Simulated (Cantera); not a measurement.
Charge: 1 mol BN, 11 mol H₂O, 17 mol NF₃, held at 0.0100 bar.

Cantera equilibrium calculation (NASA polynomials, part measured and part estimated; ideal gas, pure solids and liquids). Candidate condensed phases: B, BN, B₂O₃, B₃O₃H₃, H₂O; 62 gas species. Kinetics and transport are ignored.

log p: log10 of the partial pressure in bar; nothing condenses.

```csv
T (°C),log p F,log p HF,log p N₂,log p O₂,log p BF₃,log p O,log p NO
1175,-2.39,-2.46,-2.85,-3.06,-3.80,-7.24,-5.59
1225,-2.39,-2.46,-2.85,-3.06,-3.80,-6.94,-5.48
1275,-2.39,-2.46,-2.85,-3.06,-3.80,-6.65,-5.38
1325,-2.39,-2.46,-2.85,-3.06,-3.80,-6.38,-5.28
1375,-2.39,-2.46,-2.85,-3.06,-3.80,-6.13,-5.19
1425,-2.39,-2.46,-2.85,-3.06,-3.80,-5.89,-5.11
1475,-2.39,-2.46,-2.85,-3.07,-3.80,?,?
1525,-2.39,-2.46,-2.85,-3.07,-3.80,?,?
1575,-2.39,-2.46,-2.85,-3.07,-3.80,-5.26,-4.88
1625,-2.39,-2.46,-2.85,-3.07,-3.80,-5.07,-4.81
1675,-2.39,-2.46,-2.85,-3.07,-3.80,-4.89,-4.75
1725,-2.39,-2.46,-2.85,-3.07,-3.80,-4.72,-4.69
1775,-2.39,-2.46,-2.85,-3.08,-3.80,-4.56,-4.63
```

Question: Complete the blanks.

Answer: 
- 1525, log p O: -5.46
- 1525, log p NO: -4.95
- 1475, log p O: -5.67
- 1475, log p NO: -5.03
